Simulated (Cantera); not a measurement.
# Reactions in the system B-H-O

Cantera with NASA thermochemical tables; ideal gases at 1 bar, condensed phases pure. Values are per mole of reaction as written; species without (g) are pure solids or liquids, kept so even where they would boil at 1 bar.

2 B + H2(g) + 2 O2(g) = 2 HBO2(g)

```
T (K)  ΔH° (kJ)  ΔS° (J/K)  ΔG° (kJ)  log10 K
-----  --------  ---------  --------  -------
1250    -1140.7     -104.5   -1010.1    42.21
1300    -1141.4     -105.1   -1004.8    40.37
1350    -1142.2     -105.6    -999.6    38.68
1400    -1142.9     -106.2    -994.3    37.10
1450    -1143.6     -106.7    -989.0    35.63
```
